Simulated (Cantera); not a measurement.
A freely propagating, adiabatic, planar premixed flame of 13.7 % CO, 0.809 % H₂, 3.98 % CH₄, 17.1 % O₂, 64.3 % N₂, equivalence ratio 0.89, unburnt at 600 K and 0.133 bar; mixture-averaged transport, grid criteria slope 0.08 and curve 0.16, no radiation.

Computed with Cantera and GRI-Mech 3.0 (53 species, 325 reactions). Burning velocities carry a grid error of a few per cent, more on coarse grids.

x: mole fraction of selected species; z is measured from the peak of heat release.

```
z (mm)  T (K)  u (m/s)    x CO     x H₂     x CH₄    x CH₂    x HCN  x C₂H
------  -----  -------  ------  -------  --------  -------  -------  -----
-8.22     600     2.28   0.137  0.00810    0.0398    <1e-8    <1e-8  <1e-8
-5.48     600     2.28   0.137  0.00817    0.0398    <1e-8    <1e-8  <1e-8
-4.11     600     2.29   0.137  0.00836    0.0398    <1e-8    <1e-8  <1e-8
-2.74     604     2.30   0.137  0.00918    0.0397    <1e-8    <1e-8  <1e-8
-1.37       ?     2.62   0.135        ?    0.0378        ?    <1e-8  <1e-8
-0.685      ?     3.48   0.135   0.0165         ?        ?    <1e-8  <1e-8
0        1297     5.03   0.136   0.0173   0.00812  7.40e-6  5.46e-8  <1e-8
0.685    1473     5.70   0.121   0.0113  0.000455  7.64e-7  4.91e-8  <1e-8
1.37     1525     5.87   0.102  0.00858   1.28e-5  2.33e-8  1.51e-8  <1e-8
2.74     1589     6.06  0.0784  0.00876   1.86e-8    <1e-8    <1e-8  <1e-8
5.48     1664     6.30  0.0637  0.00944     <1e-8    <1e-8    <1e-8  <1e-8
11.0     1750     6.58  0.0608  0.00911     <1e-8    <1e-8    <1e-8  <1e-8
21.9     1856     6.92  0.0586  0.00820     <1e-8    <1e-8    <1e-8  <1e-8
```

**Question.** Complete the blanks.

**Answer.** 
- -1.37, T (K): 684
- -1.37, x H₂: 0.0128
- -1.37, x CH₂: 1.12e-7
- -0.685, T (K): 902
- -0.685, x CH₄: 0.0290
- -0.685, x CH₂: 1.12e-6
